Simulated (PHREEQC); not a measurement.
0.27 g of hydrous ferric oxide (600 m²/g; 0.2 weak and 0.005 strong sites per Fe, Dzombak-Morel constants, diffuse double layer) in 1 kg of water with 0.3 mol/kgw of an inert sodium salt and 0.0054 mmol/kgw MnCl2, at 25 °C; the pH is set by adding NaOH or the inert anion's acid. The system is closed to oxygen. The system is closed to CO2. Precipitation was switched off in this run.

All values are PHREEQC results (ion-association model, wateq4f.dat), not measurements.

Question: Predict surface charge σ (C/m²), surface potential ψ (mV) at pH = 3, 3.5, 7.5, 8.5, 9.

Answer: 
| pH | surface charge σ (C/m²) | surface potential ψ (mV) |
|---|---|---|
| 3 | 0.368 | 126 |
| 3.5 | 0.363 | 125 |
| 7.5 | 0.035 | 27 |
| 8.5 | -0.020 | -16 |
| 9 | -0.050 | -37 |

Species that the database lacks are ignored. The oxide is taken as insoluble; below pH 4 it would dissolve.
